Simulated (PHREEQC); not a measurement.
**Metal-bearing waste water: an equilibrium model**

Dissolve 0.0195 mol/kgw Pb(NO3)2, 0.027 mol/kgw CuCl2, 0.05 mol/kgw H2SO4 and 0.00075 mol/kgw NaCl at 25 °C. Closed to the air; pH follows from the charge balance.

Computed with PHREEQC (ion-association model, wateq4f.dat).

```json
{
 "pH": "1.24",
 "ionic_strength": "0.179 mol/kgw",
 "total_alkalinity": "-100 meq/kg"
}
```

| species | molality | activity | log γ |
|---|---|---|---|
| H+ | 0.0724 | 0.0581 | -0.096 |
| Cl- | 0.0487 | 0.0350 | -0.143 |
| NO3- | 0.0377 | 0.0265 | -0.152 |
| HSO4- | 0.0276 | 0.0203 | -0.133 |
| Cu+2 | 0.0210 | 0.00712 | -0.471 |
| SO4-2 | 0.0118 | 0.00360 | -0.517 |
| Pb+2 | 0.00800 | 0.00254 | -0.497 |
| CuSO4 | 0.00502 | 0.00523 | 0.018 |
| PbSO4 | 0.00494 | 0.00515 | 0.018 |

Precipitation was switched off in this run. Saturation is exceeded, for instance for Anglesite; the values hold only as long as no solid forms. Complexes and solids missing from the database can't appear.
